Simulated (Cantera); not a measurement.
Charge: 1 mol Si, 0.017 mol CO2, 660 mol H2, equilibrated at 900 Torr.

Method: chemical equilibrium by Gibbs-energy minimisation in Cantera with the NASA 1993 tables (ideal gas, pure condensed phases). Candidate condensed phases: C, C6H6, C7H8, C8H18, H2O, Si, SiC, SiO2; 123 gas species. Mutual solubility and eutectic melting of coexisting phases are not modelled. Gases not in the tables: Si2H6 and higher silanes. Rates play no part.

Problem. At 1673 K, list the 5 most abundant gas species with their mole fractions, and the condensed phases.

Solution. H2 1.000, H 0.000104, SiO 4.91e-5, CH4 1.95e-5, SiH2 1.10e-5. Condensed: Si(s) + SiC(s).
